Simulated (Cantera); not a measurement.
Charge: 1 mol SiCl4, 0.3 mol O2, held at 0.00330 bar.

Equilibrium computed with Cantera from the NASA thermochemical tables; the gas is ideal and each condensed phase is pure. Candidate condensed phases: Si, SiO2; 15 gas species. The tables hold silica as quartz up to 1696 K and as liquid above; real silica turns to tridymite and cristobalite and melts near 1996 K. Kinetics and transport are ignored.

Question: Which condensed phases are stable at each of these points (T (K)): 800, 850, 900, 950, 1000, 1050, 1100, 1150, 1200?

Answer: 
```json
[
 {"T (K)": "800", "condensed phases": "SiO2(α-quartz)", "Si condensed (%)": "30.0"},
 {"T (K)": "850", "condensed phases": "SiO2(β-quartz)", "Si condensed (%)": "30.0"},
 {"T (K)": "900", "condensed phases": "SiO2(β-quartz)", "Si condensed (%)": "30.0"},
 {"T (K)": "950", "condensed phases": "SiO2(β-quartz)", "Si condensed (%)": "30.0"},
 {"T (K)": "1000", "condensed phases": "SiO2(β-quartz)", "Si condensed (%)": "30.0"},
 {"T (K)": "1050", "condensed phases": "SiO2(β-quartz)", "Si condensed (%)": "30.0"},
 {"T (K)": "1100", "condensed phases": "SiO2(β-quartz)", "Si condensed (%)": "30.0"},
 {"T (K)": "1150", "condensed phases": "SiO2(β-quartz)", "Si condensed (%)": "30.0"},
 {"T (K)": "1200", "condensed phases": "SiO2(β-quartz)", "Si condensed (%)": "30.0"}
]
```

At 800 K the condensed part is SiO2(α-quartz). From 850 K to 1200 K the condensed part is SiO2(β-quartz).
